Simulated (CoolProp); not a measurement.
Vapour-liquid equilibrium of R134a (1) + R141b (2) at 343.7 K; x and y are mole fractions of (1).

Model: multi-fluid Helmholtz-energy mixture model, Tillner-Roth 1994 and Lemmon 2006; pair parameters Bell 2016, in CoolProp.

Problem. Give the bubble pressure and the first vapour's composition at x = 0.05, 0.25, 0.35. Is there an azeotrope?

Solution. x = 0.05: 445.5 kPa, y = 0.273; x = 0.25: 872.8 kPa, y = 0.665; x = 0.35: 1061 kPa, y = 0.742. No azeotrope shows between x = 0.05 and 0.95.

Pair parameters are fitted to limited data, so mixtures are less certain than the pure fluids.
